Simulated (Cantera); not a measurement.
A freely propagating, adiabatic, planar premixed flame of CH4 : O2 : N2 = 1 : 1.43 : 5.37 (molar parts), equivalence ratio 1.4, unburnt at 500 K and 101000 Pa; unity-Lewis-number transport, grid criteria slope 0.08 and curve 0.16, no radiation.

Detailed kinetics in Cantera: GRI-Mech 3.0 (53 species, 325 reactions). Unity Lewis numbers drop preferential diffusion, which matters most where H2 and H carry the flame. Burning velocities carry a grid error of a few per cent, more on coarse grids.

x: mole fraction of selected species; z is measured from the peak of heat release.

```csv
z (mm),T (K),u (m/s),x CH4,x O2,x C2H,x H2O,x NO2,x CO2
-2.29,501,0.312,0.128,0.183,<1e-8,0.000118,1.17e-8,2.25e-5
-1.52,509,0.317,0.127,0.182,<1e-8,0.000931,8.97e-8,0.000177
-1.14,539,0.336,0.125,0.179,<1e-8,0.00409,3.63e-7,0.000778
-0.762,691,0.434,0.113,0.163,<1e-8,0.0206,1.30e-6,0.00392
-0.381,1180,0.759,0.0689,0.107,<1e-8,0.0778,1.18e-6,0.0149
-0.191,1566,1.03,0.0333,0.0597,___,0.125,2.28e-7,0.0241
0,1911,1.28,0.00570,0.0174,9.40e-7,0.165,<1e-8,0.0337
0.191,2037,1.37,0.000355,0.00278,9.89e-7,0.175,<1e-8,0.0401
0.381,2062,1.39,2.72e-5,0.000554,___,0.175,<1e-8,0.0429
0.762,2077,1.39,9.15e-7,0.000157,___,0.175,<1e-8,0.0443
1.52,2091,1.40,2.42e-8,7.62e-5,<1e-8,0.176,<1e-8,0.0444
3.05,2103,1.41,<1e-8,3.13e-5,<1e-8,0.176,<1e-8,0.0443
6.10,2111,1.41,<1e-8,1.16e-5,<1e-8,0.177,<1e-8,0.0442
```

Complete the blanks.


- -0.191, x C2H: 2.41e-8
- 0.381, x C2H: 2.34e-7
- 0.762, x C2H: 1.41e-8
